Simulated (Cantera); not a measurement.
Hydrocarbon pyrolysis for carbon deposition

A perfectly stirred reactor is fed with C2H4 : H2 = 1 : 5.6 (molar parts), at 0.00178 atm; it is held at 1550 K, and followed from long to short residence time.

Cantera simulation using GRI-Mech 3.0 (53 species, 325 reactions); the numbers are that mechanism's predictions, not measurements. GRI-Mech 3.0 was tuned for natural gas; its chemistry of ethylene as a main component is partial and can be far from experiment. GRI-Mech 3.0 stops at C3 and has no aromatics, soot or wall deposition, so with more carbon than oxygen in the feed, carbon stays in small species such as C2H2 where larger ones or solid carbon would form. Radical loss at walls, strong at low pressure, is not modelled.

```
τ (s)   x C2H4   x H2     x CH2    x C2H2   x C2H6    x CH4     x C2H
------  ------  -----  --------  --------  -------  -------  --------
1.5     0.0595  0.861  3.27e-10    0.0799  4.13e-8  6.49e-6   4.53e-9
0.84    0.0840  0.857  3.62e-10    0.0586  4.77e-8  4.08e-6   2.60e-9
0.48     0.106  0.854  3.60e-10    0.0397  4.92e-8  2.36e-6   1.39e-9
0.28     0.122  0.852  3.20e-10    0.0253  4.56e-8  1.25e-6  6.85e-10
0.16     0.134  0.851  2.47e-10    0.0150  3.73e-8  5.71e-7  2.85e-10
0.090    0.142  0.850  1.64e-10   0.00844  2.73e-8  2.28e-7  1.01e-10
0.052    0.146  0.849  1.00e-10   0.00483  1.91e-8  8.93e-8  3.47e-11
0.030    0.148  0.849  5.88e-11   0.00277  1.30e-8  3.38e-8  1.16e-11
0.017    0.150  0.849  3.29e-11   0.00156  8.42e-9  1.20e-8  3.68e-12
0.0097   0.150  0.849  1.82e-11  0.000886  5.30e-9  4.15e-9  1.19e-12
```
x: mole fraction; the columns are a selection and need not sum to one.
